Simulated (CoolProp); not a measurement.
Properties of n-butane along the isotherm 207.25 °C.

Model: reference Helmholtz-energy equation of state, Bücker 2006, in CoolProp.

| p (MPa) | phase | viscosity (µPa s) | conductivity (mW/(m K)) |
|---|---|---|---|
| 0.407 | gas | 11.9 | 40.2 |
| 0.813 | gas | 12.0 | 40.7 |
| 1.22 | gas | 12.1 | 41.2 |
| 1.63 | gas | 12.2 | 41.7 |
| 2.03 | gas | 12.4 | 42.3 |
| 2.44 | gas | 12.6 | 43.0 |
| 2.85 | gas | 12.8 | 43.8 |
| 3.25 | gas | 13.1 | 44.6 |
| 3.66 | gas | 13.4 | 45.5 |
| 4.07 | supercritical | 13.9 | 46.6 |
| 4.47 | supercritical | 14.4 | 47.9 |
| 4.88 | supercritical | 15.0 | 49.3 |
| 5.29 | supercritical | 15.8 | 51.1 |
| 5.69 | supercritical | 16.7 | 53.0 |

Viscosity comes from a separate model (Vogel 1999). Thermal conductivity comes from a separate model (Perkins 2002).
